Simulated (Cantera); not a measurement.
A perfectly stirred reactor is fed with 9.16 % C2H6, 90.7 % N2, 0.174 % H2O, at 750 Torr; it is held at 1650 K, and followed from long to short residence time.

Detailed kinetics in Cantera: GRI-Mech 3.0 (53 species, 325 reactions). GRI-Mech 3.0 stops at C3 and has no aromatics, soot or wall deposition, so with more carbon than oxygen in the feed, carbon stays in small species such as C2H2 where larger ones or solid carbon would form.

x: mole fraction; the columns are a selection and need not sum to one.

```
τ (s)     x C2H6    x C2H4    x C2H       x H    x HCN
------  --------  --------  -------  --------  -------
5.4      3.03e-6  0.000785  8.02e-8   3.68e-5  1.59e-6
2.5      5.96e-6  0.000777  8.31e-8   3.77e-5  1.12e-6
1.1      1.25e-5  0.000782  8.81e-8   3.94e-5  8.25e-7
0.52     2.45e-5  0.000816      ___   4.20e-5  6.65e-7
0.24     4.82e-5  0.000910      ___   4.66e-5  5.67e-7
0.11     9.29e-5   0.00111      ___   5.39e-5  5.13e-7
0.050   0.000176   0.00149      ___   6.48e-5  4.87e-7
0.023   0.000323   0.00214      ___   7.93e-5  4.74e-7
0.010   0.000619   0.00335      ___   9.87e-5  4.61e-7
0.0048   0.00110   0.00514      ___  0.000118  4.42e-7
0.0022   0.00205   0.00822      ___  0.000140  4.14e-7
```

### Question
Complete the blanks.

### Answer

- 0.52, x C2H: 9.56e-8
- 0.24, x C2H: 1.08e-7
- 0.11, x C2H: 1.26e-7
- 0.050, x C2H: 1.53e-7
- 0.023, x C2H: 1.88e-7
- 0.010, x C2H: 2.34e-7
- 0.0048, x C2H: 2.79e-7
- 0.0022, x C2H: 3.25e-7
